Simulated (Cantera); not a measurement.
Feed: 1 mol Si₃N₄, 0.42 mol H₂O, 110 mol H₂, at 2023 K and 560 Pa.

Equilibrium computed with Cantera from the NASA thermochemical tables; the gas is ideal and each condensed phase is pure. Candidate condensed phases: H₂O, Si, SiO₂, Si₂N₂O, Si₃N₄; 35 gas species. The tables' values for SiN are old estimates; treat these amounts as uncertain. Gases not in the tables: Si₂H₆ and higher silanes. Rates play no part.

Base state: H₂ 0.943, H 0.0247, N₂ 0.0173, Si 0.0102, SiO 0.00364, SiH 0.000475, SiH₂ 0.000114, Si₂ 0.000111 (mole fractions); condensed: Si(l).

### Question
What changes in the equilibrium state with this change: pressure from 560 Pa to 13300 Pa?

### Answer
```
species       before     after
----------  --------  --------
H₂             0.943     0.973
N₂            0.0173    0.0177
H             0.0247   0.00513
Si            0.0102  0.000427
SiO          0.00364   0.00371
Si₂         0.000111   4.67e-6
Si₃          2.36e-5   9.91e-7
SiN          2.47e-5   5.11e-6
Si₂N         3.17e-5   6.56e-6
SiH         0.000475   9.88e-5
Si(l), mol      1.29      2.50
```
